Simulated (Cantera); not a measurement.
Charge: 1 mol CF4, 0.036 mol CH4, held at 28.5 Torr.

Method: chemical equilibrium by Gibbs-energy minimisation in Cantera with the NASA 1993 tables (ideal gas, pure condensed phases). Candidate condensed phases: C, C6H6, C7H8, C8H18; 110 gas species. Ions and electrons are included (thermal ionisation). Rates play no part. All values below are at 3227 °C.

Base state: F 0.807, CF 0.0796, C3 0.0343, HF 0.0289, C 0.0277, C2 0.0108, CF2 0.00635, H 0.00443 (mole fractions); condensed: gas only.

Q: What changes in the equilibrium state with this change: CH4 from 0.036 to 0.17 mol?

A: 
```csv
species,before,after
F,0.807,0.685
HF,0.0289,0.129
CF,0.0796,0.0725
H,0.00443,0.0232
C3,0.0343,0.0423
C2,0.0108,0.0125
C,0.0277,0.0297
H2,2.14e-6,5.89e-5
C2H,3.77e-5,0.000227
C5,0.000289,0.000409
```

Q: What changes in the equilibrium state with this change: pressure from 28.5 Torr to 0.0195 Torr?

A: 
| species | before | after |
|---|---|---|
| F | 0.807 | 0.772 |
| C | 0.0277 | 0.199 |
| H | 0.00443 | 0.0277 |
| CF | 0.0796 | 0.000374 |
| C3 | 0.0343 | 5.94e-6 |
| HF | 0.0289 | 0.000118 |
| C2 | 0.0108 | 0.000382 |
| CF2 | 0.00635 | 1.95e-8 |
| C5 | 0.000289 | <1e-9 |
| C4 | 0.000142 | <1e-9 |
| C2H | 3.77e-5 | 5.68e-9 |
| e- | 2.64e-6 | 1.55e-5 |

Q: What changes in the equilibrium state with this change: CH4 from 0.036 to 0.19 mol?

A: 
```json
[
 {"species": "F", "before": "0.807", "after": "0.668"},
 {"species": "HF", "before": "0.0289", "after": "0.143"},
 {"species": "CF", "before": "0.0796", "after": "0.0713"},
 {"species": "H", "before": "0.00443", "after": "0.0264"},
 {"species": "C3", "before": "0.0343", "after": "0.0434"},
 {"species": "C2", "before": "0.0108", "after": "0.0127"},
 {"species": "C", "before": "0.0277", "after": "0.0300"},
 {"species": "H2", "before": "2.14e-6", "after": "7.59e-5"},
 {"species": "C2H", "before": "3.77e-5", "after": "0.000263"},
 {"species": "CH", "before": "1.76e-6", "after": "1.13e-5"},
 {"species": "C5", "before": "0.000289", "after": "0.000428"}
]
```
